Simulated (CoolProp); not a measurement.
R123 at 293.15 K and 0.0154 MPa flows at 3.3 m/s in a round tube of 2 mm bore and 1.5 µm roughness, fully developed (64/Re and Nu = 3.66 if laminar; Colebrook and Gnielinski if turbulent). Each further row changes one setting.

Model: reference Helmholtz-energy equation of state, Younglove 1994, in CoolProp. It is a modified Benedict-Webb-Rubin equation, recast in Helmholtz form.

```tsv
case	Reynolds number	Darcy friction factor	pressure drop (Pa/m)	heat-transfer coefficient (W/(m² K))	mass flow (kg/h)
as stated	606	0.106	280	16.3	?
velocity 6.6 m/s	1210	0.0528	?	16.3	0.0726
diameter 4 mm	1210	0.0528	?	?	?
```

Q: Fill in the missing entries.

A: 
- as stated, mass flow (kg/h): 0.0363
- velocity 6.6 m/s, pressure drop (Pa/m): 560
- diameter 4 mm, pressure drop (Pa/m): 70.0
- diameter 4 mm, heat-transfer coefficient (W/(m² K)): 8.15
- diameter 4 mm, mass flow (kg/h): 0.145

Viscosity comes from a separate model (Tanaka 1996). Thermal conductivity comes from a separate model (Laesecke 1996).
